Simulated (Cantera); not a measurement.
# Fluorocarbon and chlorocarbon gases: c-C₄F₈ + CH₄ + H₂

Feed: 1 mol c-C₄F₈, a varied amount of CH₄, 0.14 mol H₂, equilibrated at 3325 K and 0.230 bar.

Equilibrium computed with Cantera from the NASA thermochemical tables; the gas is ideal and each condensed phase is pure. Candidate condensed phases: C, C₆H₆, C₇H₈, C₈H₁₈; 95 gas species. The feed counts by its element totals alone. Equilibrium is a limit: real reactors are often held back by kinetics, nucleation or transport.

```csv
n(CH₄) (mol),x HF,x F,x CF,x CF₂,x H,x C₃,n C(graphite)
0.063,0.0717,0.627,0.133,0.128,0.000793,0.0305,1.34
0.095,0.0885,0.616,0.130,0.124,0.000996,0.0305,1.41
0.14,0.112,0.602,0.127,0.118,0.00129,0.0305,1.50
0.21,0.148,0.579,0.122,0.109,0.00177,0.0305,1.65
0.32,0.203,0.543,0.115,0.0963,0.00259,0.0305,1.88
0.48,0.281,0.492,0.104,0.0790,0.00396,0.0305,2.22
0.73,0.397,0.414,0.0874,0.0558,0.00666,0.0305,2.72
1.1,0.557,0.298,0.0630,0.0290,0.0130,0.0305,3.44
1.6,0.737,0.148,0.0313,0.00714,0.0345,0.0305,4.30
```
x: gas mole fraction; n: condensed amount in mol.

From 0.063 mol CH₄ to 1.6 mol CH₄ the condensed part is C(graphite). The main C-bearing gas is CF at 0.063 mol CH₄ and C₃ at 1.6 mol CH₄. The share of C in condensed phases is highest at 1.6 mol CH₄ (76.8 %) and lowest at 0.063 mol CH₄ (32.9 %).
